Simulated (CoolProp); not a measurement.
Model: reference Helmholtz-energy equation of state, Span 2000, in CoolProp.

For nitrogen, give the phase and the cp (kJ/(kg K)), viscosity (µPa s) at 399.05 °C and 20000 kPa; 708.15 °C and 930 kPa; 368.15 °C and 2490 kPa.


- 399.05 °C and 20000 kPa: supercritical; cp 1.13, viscosity 33.4
- 708.15 °C and 930 kPa: gas; cp 1.16, viscosity 41.1
- 368.15 °C and 2490 kPa: gas; cp 1.09, viscosity 31.1

Viscosity comes from a separate model (Lemmon 2004).
